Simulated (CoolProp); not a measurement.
A simple Rankine cycle with R365MFC: condensing at 310.15 K, boiler at 0.55 MPa, turbine inlet 375.5 K, turbine efficiency 0.75, pump efficiency 0.7, no recuperator. Each further row changes one setting.

Computed with CoolProp (reference Helmholtz-energy equation of state, Lemmon 2016).

```
case                             thermal efficiency (%)  net work (kJ/kg)  heat in (kJ/kg)  turbine exit temperature (K)  volume ratio over the turbine
-------------------------------  ----------------------  ----------------  ---------------  ----------------------------  -----------------------------
as stated                                           9.8              24.6              251                         344.4                           6.32
turbine inlet 395.5 K                               9.6              26.4              276                         365.4                           6.20
condensing temperature 302.15 K                    11.0              28.7              262                         340.1                           8.51
boiler pressure 0.385 MPa                           8.0              20.5              255                         351.8                           4.29
turbine efficiency 0.65                             8.5              21.2              251                         347.5                           6.38
```
